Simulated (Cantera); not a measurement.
Charge: 1 mol NaCl, a varied amount of HCl, 0.51 mol H2, equilibrated at 0.450 bar.

Cantera equilibrium calculation (NASA polynomials, part measured and part estimated; ideal gas, pure solids and liquids). Candidate condensed phases: Na, NaCl; 10 gas species. Equilibrium is a limit: real reactors are often held back by kinetics, nucleation or transport.

Stable condensed phases, one row left out:

```
T in °C \ n(HCl) in mol
         0.14 0.59    1  1.5  1.9  2.4  2.8  3.3
   1252     A    A    B    B    B    B    B    B
   1227     A    A    A    B    B    B    B    B
   1177     A    A    A    A    A    A    A    B
   1152     A    A    A    A    A    A    A    A
   1127     A    A    A    A    A    A    A    A
   1102     A    A    A    A    A    A    A    A
   1077     A    A    A    A    A    A    A    A
   1052     A    A    A    A    A    A    A    A
   1027     A    A    A    A    A    A    A    A
   1002     A    A    A    A    A    A    A    A
```

A: NaCl; B: gas only.

Give the row for 1202 °C.

0.14: NaCl; 0.59: NaCl; 1: NaCl; 1.5: NaCl; 1.9: NaCl; 2.4: gas only; 2.8: gas only; 3.3: gas only.
